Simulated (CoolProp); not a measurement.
Nitrous oxide along the isotherm 187.3 K: density (kg/m³) from the reference equation and from simpler models built on Tc = 309.5 K, pc = 72.45 bar, ω = 0.161; each cubic takes its own stable root.

Computed with CoolProp (reference Helmholtz-energy equation of state, Lemmon 2006). It is a short technical equation, of lower accuracy than the large ones.

```csv
p (bar),phase,reference
0.344,gas,0.9801
0.782,gas,2.252
1.78,liquid,1223
4.05,liquid,1223
9.22,liquid,1224
21,liquid,1226
```

Problem. How far does each simpler model (Redlich-Kwong, Soave-Redlich-Kwong) lie from the reference over these 6 states: mean and median of the absolute difference, and the worst?

Solution. 
- Redlich-Kwong: mean 5.7 %, median 8.4 %, worst -8.4 % at 187.3 K and 1.78 bar
- Soave-Redlich-Kwong: mean 4.8 %, median 7.0 %, worst -7.0 % at 187.3 K and 1.78 bar
